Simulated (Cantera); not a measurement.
Charge: 1 mol C3H6, 0.032 mol O2, 0.26 mol N2, 0.9 mol H2O, at 998.15 K and 460 Pa.

Method: chemical equilibrium by Gibbs-energy minimisation in Cantera with the NASA 1993 tables (ideal gas, pure condensed phases). Candidate condensed phases: C, C6H6, C7H8, C8H18, H2O; 136 gas species. Kinetics and transport are ignored.

Base state: H2 0.761, CO 0.188, N2 0.0508, H2O 0.000268, CH4 0.000259, CO2 9.56e-5 (mole fractions); condensed: C(graphite).

### Question
What changes in the equilibrium state with this change: temperature from 998.15 K to 775 K?

### Answer
```json
[
 {"species": "H2", "before": "0.761", "after": "0.764"},
 {"species": "CO", "before": "0.188", "after": "0.136"},
 {"species": "N2", "before": "0.0508", "after": "0.0531"},
 {"species": "H2O", "before": "0.000268", "after": "0.0216"},
 {"species": "CO2", "before": "9.56e-5", "after": "0.0195"},
 {"species": "CH4", "before": "0.000259", "after": "0.00549"},
 {"species": "C(graphite), mol", "before": "2.04", "after": "2.21"}
]
```
